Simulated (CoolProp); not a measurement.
Propylene at 298.15 K and 0.84 MPa is throttled through a valve to 0.206 MPa with no heat exchange. Each further row changes one setting.

Values from CoolProp's reference Helmholtz-energy equation of state, Lemmon 2013.

| case | temperature change (K) | final density (kg/m³) |
|---|---|---|
| as stated | [?] | 3.78 |
| outlet pressure 0.0618 MPa | [?] | 1.12 |
| outlet pressure 0.268 MPa | [?] | 4.95 |

**Question.** Some entries are withheld; supply them.

**Answer.** 
- as stated, temperature change (K): -12.6
- outlet pressure 0.0618 MPa, temperature change (K): -15.5
- outlet pressure 0.268 MPa, temperature change (K): -11.4
